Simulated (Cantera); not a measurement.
## Fe₂O₃ + CO + N₂ (carbothermic reduction)

Feed: 1 mol Fe₂O₃, 9.5 mol CO, 3.7 mol N₂, equilibrated at 14.0 mbar.

Equilibrium computed with Cantera from the NASA thermochemical tables; the gas is ideal and each condensed phase is pure. Candidate condensed phases: C, Fe, Fe(CO)₅, FeO, Fe₂O₃, Fe₃O₄; 27 gas species. Mutual solubility and eutectic melting of coexisting phases are not modelled. The tables' stoichiometric FeO is somewhat more stable than real wüstite, so its field is too wide. FeO: taken at fixed stoichiometry. The numbers say what is thermodynamically allowed, not how fast it happens.

From 1025 °C to 1375 °C the condensed part is Fe(γ) + FeO(s). From 1425 °C to 1475 °C the condensed part is Fe(δ) + FeO(l). The main Fe-bearing gas is Fe throughout.

```tsv
T (°C)	x CO	x N₂	x CO₂	x Fe	x FeO	x NO	n Fe(γ)	n FeO(s)	n Fe(δ)	n FeO(l)
1025	0.607	0.280	0.113	7.37e-8	3.52e-11	1.18e-10	0.491	1.51	0	0
1075	0.610	0.280	0.109	2.91e-7	1.97e-10	4.08e-10	0.445	1.56	0	0
1125	0.614	0.280	0.106	1.04e-6	9.71e-10	1.29e-9	0.401	1.60	0	0
1175	0.617	0.280	0.103	3.41e-6	4.27e-9	3.77e-9	0.361	1.64	0	0
1225	0.619	0.280	0.100	1.03e-5	1.70e-8	1.03e-8	0.324	1.68	0	0
1275	0.622	0.280	0.0977	2.88e-5	6.14e-8	2.61e-8	0.289	1.71	0	0
1325	0.624	0.280	0.0952	7.55e-5	2.04e-7	6.25e-8	0.256	1.74	0	0
1375	0.627	0.280	0.0930	0.000186	6.30e-7	1.42e-7	0.225	1.77	0	0
1425	0.632	0.280	0.0870	0.000435	1.73e-6	2.92e-7	0	0	0.144	1.85
1475	0.637	0.280	0.0816	0.000965	4.44e-6	5.76e-7	0	0	0.0654	1.92
```
x: gas mole fraction; n: condensed amount in mol.
